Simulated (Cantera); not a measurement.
# N2O furnace oxynitridation

An isothermal, constant-pressure homogeneous reactor starts with 74.1 % N2O, 25.9 % N2, at 1250 K and 53.3 Torr.

Detailed kinetics in Cantera: GRI-Mech 3.0 (53 species, 325 reactions). GRI-Mech 3.0 was tuned for natural gas; its chemistry of N2O as a main component is partial and can be far from experiment. The mechanism lacks the step 2 NO + O2 → 2 NO2, which can matter for NO2 below about 1400 K. The temperature is held fixed by assumption; the heat of reaction is taken as removed at once.

```json
[
 {"t (s)": "8.00e-6", "x N2O": "0.741", "x O": "3.08e-7", "x NO2": "<1e-12", "x NO": "3.30e-9", "x O2": "1.15e-8", "x N2": "0.259"},
 {"t (s)": "2.47e-5", "x N2O": "0.741", "x O": "8.74e-7", "x NO2": "<1e-12", "x NO": "2.97e-8", "x O2": "1.03e-7", "x N2": "0.259"},
 {"t (s)": "7.63e-5", "x N2O": "0.741", "x O": "2.11e-6", "x NO2": "<1e-12", "x NO": "2.40e-7", "x O2": "8.32e-7", "x N2": "0.259"},
 {"t (s)": "0.000235", "x N2O": "0.741", "x O": "3.52e-6", "x NO2": "<1e-12", "x NO": "1.50e-6", "x O2": "5.19e-6", "x N2": "0.259"},
 {"t (s)": "0.000727", "x N2O": "0.741", "x O": "3.84e-6", "x NO2": "1.64e-11", "x NO": "6.38e-6", "x O2": "2.21e-5", "x N2": "0.259"},
 {"t (s)": "0.00224", "x N2O": "0.740", "x O": "3.85e-6", "x NO2": "1.89e-10", "x NO": "2.17e-5", "x O2": "7.54e-5", "x N2": "0.259"},
 {"t (s)": "0.00693", "x N2O": "0.740", "x O": "3.85e-6", "x NO2": "1.88e-9", "x NO": "6.91e-5", "x O2": "0.000240", "x N2": "0.260"},
 {"t (s)": "0.0214", "x N2O": "0.738", "x O": "3.85e-6", "x NO2": "1.73e-8", "x NO": "0.000215", "x O2": "0.000746", "x N2": "0.261"},
 {"t (s)": "0.0660", "x N2O": "0.734", "x O": "3.84e-6", "x NO2": "1.42e-7", "x NO": "0.000663", "x O2": "0.00230", "x N2": "0.264"},
 {"t (s)": "0.204", "x N2O": "0.719", "x O": "3.84e-6", "x NO2": "8.94e-7", "x NO": "0.00202", "x O2": "0.00702", "x N2": "0.272"},
 {"t (s)": "0.629", "x N2O": "0.675", "x O": "3.84e-6", "x NO2": "3.78e-6", "x NO": "0.00600", "x O2": "0.0208", "x N2": "0.298"},
 {"t (s)": "1.94", "x N2O": "0.561", "x O": "3.81e-6", "x NO2": "1.18e-5", "x NO": "0.0165", "x O2": "0.0574", "x N2": "0.365"},
 {"t (s)": "6.00", "x N2O": "0.330", "x O": "3.72e-6", "x NO2": "2.93e-5", "x NO": "0.0375", "x O2": "0.131", "x N2": "0.501"}
]
```
x: mole fraction; the columns are a selection and need not sum to one.

Equilibrium at this temperature and pressure: N2O 5.40e-9, O 1.36e-7, NO2 1.25e-6, NO 0.000310, O2 0.270, N2 0.730 (gas phase only).
